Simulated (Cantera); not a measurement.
Mixture: 1.94 % CH4, 0.213 % C2H6, 1.47 % C3H8, 14.3 % O2, 67.0 % N2, 15.1 % H2O, equivalence ratio 0.84, at 69000 Pa, adiabatic and at constant pressure. Ignition delay is the time to a rise of 400 K.

Computed with Cantera and GRI-Mech 3.0 (53 species, 325 reactions). GRI-Mech 3.0 was tuned for natural gas; its chemistry of propane as a main component is partial and can be far from experiment.

### Question
Predict: delay at 1300 K; delay at 1400 K; delay at 1500 K; delay at 1600 K; delay at 1700 K; apparent activation energy between 1650 and 1750 K.

### Answer
```json
{
  "delay at 1300 K": "1.70 ms",
  "delay at 1400 K": "0.434 ms",
  "delay at 1500 K": "0.152 ms",
  "delay at 1600 K": "69.6 µs",
  "delay at 1700 K": "39.2 µs",
  "apparent activation energy between 1650 and 1750 K": "120 kJ/mol"
}
```
